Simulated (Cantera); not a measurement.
A closed system holds: 1 mol H2O, 0.084 mol O2, 11 mol N2, held at 0.100 bar.

Method: chemical equilibrium by Gibbs-energy minimisation in Cantera with the NASA 1993 tables (ideal gas, pure condensed phases). Candidate condensed phases: H2O; 24 gas species. The numbers say what is thermodynamically allowed, not how fast it happens.

x: gas mole fraction; nothing condenses.

```csv
T (K),x N2,x H,x H2O,x O,x H2,x OH,x NO
1900,0.909,5.15e-5,0.0819,7.54e-5,0.000422,0.000822,0.00107
2100,0.908,___,0.0794,___,___,___,___
2300,0.903,0.00232,0.0730,0.00131,0.00573,0.00475,0.00306
2500,0.892,0.00883,0.0601,0.00420,0.0123,0.00892,0.00490
2700,0.873,___,___,___,___,___,___
2900,0.845,0.0533,0.0211,0.0246,0.0215,0.0160,0.00932
3100,0.816,0.0874,0.00727,0.0421,0.0169,0.0134,0.0101
3300,0.795,0.114,0.00174,0.0577,0.00976,0.00831,0.00920
```

Question: Complete the blanks.

Answer: 
- 2100, x H: 0.000426
- 2100, x O: 0.000350
- 2100, x H2: 0.00187
- 2100, x OH: 0.00215
- 2100, x NO: 0.00186
- 2700, x H: 0.0249
- 2700, x H2O: 0.0412
- 2700, x O: 0.0113
- 2700, x H2: 0.0192
- 2700, x OH: 0.0137
- 2700, x NO: 0.00724
